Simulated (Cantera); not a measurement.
Charge: 1 mol Si, 0.58 mol Cl₂, 4.1 mol H₂, held at 6.20 bar.

Cantera equilibrium calculation (NASA polynomials, part measured and part estimated; ideal gas, pure solids and liquids). Candidate condensed phases: Si; 19 gas species. The tables' values for SiCl₃ are old estimates; treat these amounts as uncertain. Equilibrium is a limit: real reactors are often held back by kinetics, nucleation or transport. All values below are at 525 °C.

Base state: H₂ 0.920, SiHCl₃ 0.0418, SiCl₄ 0.0332, SiH₂Cl₂ 0.00422, HCl 0.000645, SiH₃Cl 9.83e-5, SiCl₃ 1.16e-5 (mole fractions); condensed: Si(s).

Q: What changes in the equilibrium state with this change: Si replaced by SiCl₄?

A: 
```
species       before     after
----------  --------  --------
H₂             0.920     0.619
HCl         0.000645     0.205
SiCl₄         0.0332     0.176
SiHCl₃        0.0418  0.000468
SiH₃Cl       9.83e-5     <1e-9
SiH₂Cl₂      0.00422   1.00e-7
SiCl₃        1.16e-5   1.59e-7
Si(s), mol     0.656         0
```

Q: What changes in the equilibrium state with this change: pressure from 6.20 bar to 0.133 bar?

A: 
```
species      before     after
----------  -------  --------
H₂            0.920     0.926
SiCl₄        0.0332    0.0493
SiHCl₃       0.0418    0.0216
SiH₃Cl      9.83e-5   6.16e-6
SiH₂Cl₂     0.00422  0.000760
Si(s), mol    0.656     0.687
```
